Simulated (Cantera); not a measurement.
**Stirred combustor or abatement burner**

A perfectly stirred reactor is fed with 6.95 % CH4, 14.0 % O2, 76.4 % N2, 2.57 % H2O, at 2.00 bar; it is adiabatic with a 773 K inlet, and is followed from long to short residence time, starting on the burning branch (τ in s: 0.17, 0.071, 0.03, 0.012, 0.0051, 0.0021, 0.00088, 0.00037, 0.00015, 6.3e-05).

Cantera simulation using GRI-Mech 3.0 (53 species, 325 reactions); the numbers are that mechanism's predictions, not measurements.

```
τ (s)    T (K)     x CH4     x O2  x H2O       x O     x CH3       x H   x CH2CO
-------  -----  --------  -------  -----  --------  --------  --------  --------
0.17      2173   2.01e-6  0.00399  0.161  0.000127   1.04e-6  0.000206  6.39e-10
0.071     2166   4.11e-6  0.00448  0.160  0.000158   2.13e-6  0.000260   1.59e-9
0.030     2154   7.85e-6  0.00519  0.159  0.000214   4.00e-6  0.000365   3.80e-9
0.012     2135   1.49e-5  0.00628  0.158  0.000320   7.32e-6  0.000571   9.05e-9
0.0051    2109   2.66e-5  0.00763  0.156  0.000484   1.24e-5  0.000907   1.90e-8
0.0021    2074   4.88e-5  0.00941  0.154  0.000750   2.11e-5   0.00148   3.92e-8
0.00088   2030   9.12e-5   0.0116  0.151   0.00112   3.61e-5   0.00234   8.04e-8
0.00037   1978  0.000180   0.0142  0.147   0.00158   6.42e-5   0.00351   1.81e-7
0.00015   1912  0.000409   0.0180  0.144   0.00200  0.000128   0.00476   5.37e-7
6.3e-5    1825   0.00122   0.0253  0.140   0.00182  0.000324   0.00486   2.90e-6
```
x: mole fraction; the columns are a selection and need not sum to one.
